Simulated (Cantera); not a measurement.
Feed: 1 mol PbO, 0.42 mol H2, at 1.00 bar.

Equilibrium computed with Cantera from the NASA thermochemical tables; the gas is ideal and each condensed phase is pure. Candidate condensed phases: H2O, Pb, PbO, PbO2, Pb3O4; 12 gas species. Each liquid is taken as pure. Mutual solubility and eutectic melting of coexisting phases are not modelled. The numbers say what is thermodynamically allowed, not how fast it happens. All values below are at 900 °C.

Base state: H2O 0.999, Pb 0.000422, H2 0.000265, PbO 3.86e-5 (mole fractions); condensed: Pb(l) + PbO(l).

Problem. What changes in the equilibrium state with this change: pressure from 1.00 bar to 0.100 bar?

Solution. 
```tsv
species	before	after
H2O	0.999	0.995
Pb	0.000422	0.00422
PbO	3.86e-5	0.000386
H2	0.000265	0.000264
Pb(l), mol	0.420	0.418
PbO(l), mol	0.580	0.580
```
